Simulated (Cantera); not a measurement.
Feed: 1 mol Pb, 5.2 mol CO2, 110 mol H2, held at 1450 K and 4800 Pa.

Cantera equilibrium calculation (NASA polynomials, part measured and part estimated; ideal gas, pure solids and liquids). Candidate condensed phases: C, C6H6, C7H8, C8H18, H2O, Pb, PbO, PbO2, Pb3O4; 113 gas species. Rates play no part.

Base state: H2 0.903, CO 0.0439, H2O 0.0439, Pb 0.00861, CO2 0.000896, H 4.10e-5 (mole fractions); condensed: gas only.

Q: What changes in the equilibrium state with this change: CO2 from 5.2 to 21 mol?

A: 
```csv
species,before,after
H2,0.903,0.687
CO,0.0439,0.146
H2O,0.0439,0.146
CO2,0.000896,0.0130
Pb,0.00861,0.00758
H,4.10e-5,3.58e-5
```
